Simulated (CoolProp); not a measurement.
Vapour-liquid equilibrium of ethylbenzene (1) + p-xylene (2) at 7.59 bar; x and y are mole fractions of (1).

Model: multi-fluid Helmholtz-energy mixture model, Zhou 2012 and Zhou 2012; pair parameters Bell 2016, in CoolProp.

### Question
Give the bubble temperature and the first vapour's composition at x = 0.05, 0.125, 0.275. Is there an azeotrope?

### Answer
x = 0.05: 506.7 K, y = 0.052; x = 0.125: 506.4 K, y = 0.129; x = 0.275: 506.0 K, y = 0.282. No azeotrope shows between x = 0.05 and 0.95.

Pair parameters are fitted to limited data, so mixtures are less certain than the pure fluids.
